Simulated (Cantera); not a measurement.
Charge: 1 mol TiO2, 2.2 mol CH4, 0.25 mol CO, equilibrated at 2400 K and 0.00130 bar.

Method: chemical equilibrium by Gibbs-energy minimisation in Cantera with the NASA 1993 tables (ideal gas, pure condensed phases). Candidate condensed phases: C, C6H6, C7H8, C8H18, H2O, Ti, TiC, TiO, TiO2, Ti2O3, Ti3O5, Ti4O7; 113 gas species. TiC: taken at fixed stoichiometry. The numbers say what is thermodynamically allowed, not how fast it happens.

Base state: H2 0.377, H 0.271, CO 0.260, Ti 0.0893, TiO 0.00196 (mole fractions); condensed: TiC(s).

Q: What changes in the equilibrium state with this change: pressure from 0.00130 bar to 0.860 bar?

A: 
| species | before | after |
|---|---|---|
| H2 | 0.377 | 0.692 |
| CO | 0.260 | 0.294 |
| H | 0.271 | 0.0143 |
| Ti | 0.0893 | 3.31e-5 |
| TiO | 0.00196 | 0.000133 |
| H2O | 9.84e-7 | 0.000330 |
| CO2 | 1.15e-7 | 2.37e-5 |
| TiC(s), mol | 0.217 | 0.601 |
| TiO(l), mol | 0 | 0.398 |
Mutual solubility and eutectic melting of coexisting phases are not modelled. TiC, TiO: taken at fixed stoichiometry. Condensed phases not in the tables: solid solutions among these carbides, nitrides and lower oxides.

Q: What changes in the equilibrium state with this change: temperature from 2400 K to 1773 K?

A: 
```tsv
species	before	after
H2	0.377	0.698
CO	0.260	0.295
H	0.271	0.00659
Ti	0.0893	1.17e-6
TiO	0.00196	7.49e-6
H2O	9.84e-7	2.50e-5
TiC(s), mol	0.217	0.600
TiO(s), mol	0	0.400
```
Mutual solubility and eutectic melting of coexisting phases are not modelled. TiC, TiO: taken at fixed stoichiometry. Condensed phases not in the tables: solid solutions among these carbides, nitrides and lower oxides.

Q: What changes in the equilibrium state with this change: CH4 from 2.2 to 5.3 mol?

A: 
```tsv
species	before	after
H2	0.377	0.528
H	0.271	0.321
CO	0.260	0.147
Ti	0.0893	0.000365
TiO	0.00196	1.85e-8
C2H2 (acetylene)	4.39e-8	0.00368
C3	<1e-9	7.54e-5
C2H	1.81e-9	0.000129
C4H2	<1e-9	1.06e-5
TiC(s), mol	0.217	0.994
C(graphite), mol	0	2.18
```
